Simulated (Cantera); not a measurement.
Charge: 1 mol SiH₄, 2.2 mol N₂O, 1.7 mol N₂, 2.9 mol CO₂, held at 400 °C and 7.50 Torr.

Cantera equilibrium calculation (NASA polynomials, part measured and part estimated; ideal gas, pure solids and liquids). Candidate condensed phases: C, C₆H₆, C₇H₈, C₈H₁₈, H₂O, Si, SiC, SiO₂, Si₂N₂O, Si₃N₄; 151 gas species. Rates play no part.

**Question.** What is the equilibrium state?

**Answer.** 
```
Property                                   Result
--------------------------------------  ---------
x(N₂)                                       0.446
x(CO₂)                                      0.283
x(H₂)                                       0.147
x(H₂O)                                     0.0749
x(CO)                                      0.0456
x(CH₄)                                    0.00321
x(NH₃)                                    5.08e-6
n(SiO₂(α-quartz))                        1.00 mol
gas amount                              8.744 mol
log10 activity of C(graphite) (absent)      -0.01
log10 activity of Si(s) (absent)           -27.95
```
